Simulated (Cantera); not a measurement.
Input (Python, Cantera) and output of one run.

```python
import numpy as np
import cantera as ct

gas_names = [...]  # 151 gases of nasa_gas.yaml made of C, H, N, O, Si
cond_names = """
    C(gr) C6H6(L) C7H8(L) C8H18(L),n-octa H2O(s) H2O(L) Si(cr) Si(L) SiC(b) SiO2(Lqz) SiO2(hqz) SiO2(L)
    Si2N2O(s) Si3N4(a)
""".split()


# ... load() reads the species with a 1 bar reference pressure and builds the phases ...
atoms = {
    'TEOS': {'Si': 1, 'C': 8, 'H': 20, 'O': 4},
    'H2O': {'H': 2, 'O': 1},
    'N2': {'N': 2},
}
top_T = {'C(gr)': 4500, 'SiC(b)': 3050, 'Si2N2O(s)': 2100, 'Si3N4(a)': 2400}  # K; cautious upper limits of use, not melting points


# ... equilibrate(T, P, feed) seeds the gas with the atoms and calls Mixture.equilibrate('TP', solver="vcs", rtol=1e-11, max_steps=5000) ...
results = []
feed = {'TEOS': 1, 'H2O': 2.7, 'N2': 73}  # mol
P = 10000  # Pa
for T in [873, 898, 923, 948, 973, 998, 1023, 1048, 1073, 1098, 1123, 1148, 1173]:
    mix = equilibrate(T, P, feed)
    results.append((T, P, feed, dict(zip(mix.species_names, mix.species_moles))))

top = {s: max(r[3][s] / sum(r[3][g] for g in gas_names) for r in results) for s in gas_names}
cols = sorted((s for s in top if top[s] > 0.001), key=lambda s: -top[s])[:5]
seen = [c for c in cond_names if any(r[3].get(c, 0) > 1e-12 for r in results)]
print("log10 of partial pressures in bar; condensed amounts in mol")
print(f"{'T/K':>10s}" + "".join(f"{s[:9]:>10s}" for s in cols + seen))
for T, P, feed, n in results:
    ng = sum(n[g] for g in gas_names)
    print(f"{T:10.4g}" + "".join(f"{np.log10(max(n[s] / ng * P / 1e5, 1e-99)):10.3f}" for s in cols)
          + "".join(f"{n.get(c, 0):10.4g}" for c in seen))
```

It prints:

```
log10 of partial pressures in bar; condensed amounts in mol
       T/K        N2        H2        CO       H2O       CO2     C(gr) SiO2(hqz)
       873    -1.090    -1.863    -2.346    -3.581    -3.637     3.667         1
       898    -1.091    -1.860    -2.320    -3.777    -3.872     3.516         1
       923    -1.092    -1.857    -2.305    -3.974    -4.112     3.425         1
       948    -1.092    -1.856    -2.297    -4.167    -4.350     3.372         1
       973    -1.092    -1.855    -2.292    -4.353    -4.582     3.341         1
       998    -1.093    -1.854    -2.289    -4.532    -4.806     3.323         1
      1023    -1.093    -1.854    -2.287    -4.704    -5.021     3.313         1
      1048    -1.093    -1.853    -2.286    -4.868    -5.226     3.307         1
      1073    -1.093    -1.853    -2.285    -5.025    -5.422     3.303         1
      1098    -1.093    -1.853    -2.285    -5.175    -5.609     3.301         1
      1123    -1.093    -1.853    -2.285    -5.318    -5.788       3.3         1
      1148    -1.093    -1.853    -2.285    -5.455    -5.960     3.299         1
      1173    -1.093    -1.853    -2.284    -5.587    -6.123     3.298         1
```

Cantera equilibrium calculation (NASA polynomials, part measured and part estimated; ideal gas, pure solids and liquids). The feed counts by its element totals alone. The tables hold silica as quartz up to 1696 K and as liquid above; real silica turns to tridymite and cristobalite and melts near 1996 K.
